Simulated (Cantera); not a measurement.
Feed: 1 mol Si, 0.0092 mol O2, 42 mol H2, held at 1025 K and 750 Torr.

Equilibrium computed with Cantera from the NASA thermochemical tables; the gas is ideal and each condensed phase is pure. Candidate condensed phases: H2O, Si, SiO2; 18 gas species. Mutual solubility and eutectic melting of coexisting phases are not modelled. Rates play no part.

### Question
What is the equilibrium state?

### Answer
- x(H2) = 1.00
- n(Si(s)) = 0.991 mol
- n(SiO2(β-quartz)) = 0.00920 mol
- gas amount = 42.00 mol
